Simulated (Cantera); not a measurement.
Low-pressure radical oxidation in H2/O2

An isothermal, constant-pressure homogeneous reactor starts with 14.6 % H₂, 63.3 % O₂, 22.2 % N₂, at 998 K and 1.05 Torr.

Model: the H2/O2 subset of GRI-Mech 3.0, which has no nitrogen chemistry, integrated in Cantera. Radical loss at walls, strong at low pressure, is not modelled. The temperature is held fixed by assumption; the heat of reaction is taken as removed at once.

```
t (s)         x H₂   x O₂       x O     x HO₂      x OH    x H₂O₂       x H
--------  --------  -----  --------  --------  --------  --------  --------
2.00e-5      0.146  0.633    <1e-12  1.78e-12    <1e-12    <1e-12  1.77e-12
4.69e-5      0.146  0.633    <1e-12  4.16e-12    <1e-12    <1e-12  4.12e-12
0.000110     0.146  0.633    <1e-12  9.75e-12    <1e-12    <1e-12  9.52e-12
0.000257     0.146  0.633  1.39e-12  2.29e-11  1.17e-12    <1e-12  2.18e-11
0.000602     0.146  0.633  7.05e-12  5.35e-11  4.98e-12    <1e-12  5.00e-11
0.00141      0.146  0.633  3.45e-11  1.25e-10  1.88e-11    <1e-12  1.24e-10
0.00331      0.146  0.633  1.84e-10  2.94e-10  8.11e-11    <1e-12  4.17e-10
0.00775      0.146  0.633   1.88e-9  6.94e-10  7.63e-10    <1e-12   3.58e-9
0.0181       0.146  0.633   2.04e-7   2.33e-9   8.21e-8  2.47e-12   3.80e-7
0.0425       0.119  0.619   0.00606   5.84e-7   0.00215   1.35e-8    0.0132
0.0996     0.00515  0.559    0.0416   9.55e-7   0.00305   1.14e-8    0.0580
0.233      0.00455  0.566    0.0358   9.92e-7   0.00289   1.27e-8    0.0466
0.547      0.00341  0.578    0.0246   1.04e-6   0.00252   1.61e-8    0.0273
1.28       0.00157  0.594    0.0105   1.03e-6   0.00172   2.26e-8   0.00778
3.00      0.000336  0.602   0.00220   7.63e-7  0.000790   2.79e-8  0.000734
```
x: mole fraction; the columns are a selection and need not sum to one.

Equilibrium at this temperature and pressure: H₂ 4.47e-10, O₂ 0.604, O 3.09e-9, HO₂ 4.83e-10, OH 9.36e-7, H₂O₂ 1.25e-11, H 1.22e-12 (gas phase only).
